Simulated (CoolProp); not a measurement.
Properties of n-octane along the isotherm 620 K.

Model: reference Helmholtz-energy equation of state, Beckmüller 2019, in CoolProp.

```csv
p (kPa),phase,density (kg/m³),cp (kJ/(kg K)),cv (kJ/(kg K))
124,gas,2.785,2.936,2.858
248,gas,5.648,…,2.861
373,gas,8.617,2.954,…
497,gas,…,2.964,…
621,gas,14.78,2.975,2.871
745,gas,18.00,2.986,2.874
869,gas,…,2.999,…
993,gas,…,3.012,2.881
1120,gas,28.43,3.027,2.886
1240,gas,32.00,3.042,2.890
```

Q: What belongs in the gaps?

A: 
- 248, cp (kJ/(kg K)): 2.945
- 373, cv (kJ/(kg K)): 2.864
- 497, density (kg/m³): 11.65
- 497, cv (kJ/(kg K)): 2.867
- 869, density (kg/m³): 21.33
- 869, cv (kJ/(kg K)): 2.878
- 993, density (kg/m³): 24.77
